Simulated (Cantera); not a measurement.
A closed system holds: 1 mol Pb, 3.9 mol CO, 3.5 mol H2, equilibrated at 0.470 bar.

Method: chemical equilibrium by Gibbs-energy minimisation in Cantera with the NASA 1993 tables (ideal gas, pure condensed phases). Candidate condensed phases: C, C6H6, C7H8, C8H18, H2O, Pb, PbO, PbO2, Pb3O4; 113 gas species. Rates play no part.

**Question.** At 1400 K, list the 4 most abundant gas species with their mole fractions, and the condensed phases.

**Answer.** CO 0.517, H2 0.463, Pb 0.0185, CH4 0.000436. Condensed: C(graphite) + Pb(l).
